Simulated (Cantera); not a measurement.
Feed: 1 mol C6H6, 0.79 mol H2O, equilibrated at 0.100 bar.

Equilibrium computed with Cantera from the NASA thermochemical tables; the gas is ideal and each condensed phase is pure. Candidate condensed phases: C, C6H6, C7H8, C8H18, H2O; 110 gas species. Equilibrium is a limit: real reactors are often held back by kinetics, nucleation or transport.

Question: At 1000 K, list the 5 most abundant gas species with their mole fractions, and the condensed phases.

Answer: H2 0.820, CO 0.166, CH4 0.00643, H2O 0.00539, CO2 0.00157. Condensed: C(graphite).
